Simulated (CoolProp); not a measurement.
Vapour-liquid equilibrium of n-hexane (1) + toluene (2) at 292.9 K; x and y are mole fractions of (1).

Model: multi-fluid Helmholtz-energy mixture model, Thol 2019 and Lemmon 2006; pair parameters Bell 2016, in CoolProp.

| x | bubble pressure, mixture model (bar) | bubble pressure, Raoult's law (bar) | y, mixture model | y, Raoult's law |
|---|---|---|---|---|
| 0.05 | 0.04045 | 0.03535 | 0.322 | 0.226 |
| 0.15 | 0.05992 | 0.04844 | 0.584 | 0.495 |
| 0.25 | ___ | 0.06154 | 0.702 | 0.649 |
| 0.35 | 0.08906 | 0.07464 | ___ | 0.749 |
| 0.45 | 0.1009 | 0.08773 | 0.823 | 0.819 |
| 0.55 | 0.1118 | 0.1008 | ___ | 0.871 |
| 0.65 | ___ | 0.1139 | ___ | 0.912 |
| 0.75 | ___ | 0.1270 | 0.926 | 0.943 |
| 0.85 | ___ | 0.1401 | 0.956 | 0.969 |
| 0.95 | 0.1541 | 0.1532 | 0.985 | 0.991 |

### Question
Some entries are withheld; supply them.

### Answer

- 0.25, bubble pressure, mixture model (bar): 0.07570
- 0.35, y, mixture model: 0.773
- 0.55, y, mixture model: 0.862
- 0.65, bubble pressure, mixture model (bar): 0.1223
- 0.65, y, mixture model: 0.896
- 0.75, bubble pressure, mixture model (bar): 0.1327
- 0.85, bubble pressure, mixture model (bar): 0.1432

The largest gap from Raoult's law is +23.7 % in bubble pressure, at x = 0.15. No azeotrope shows between x = 0.05 and 0.95.

Pair parameters are fitted to limited data, so mixtures are less certain than the pure fluids.
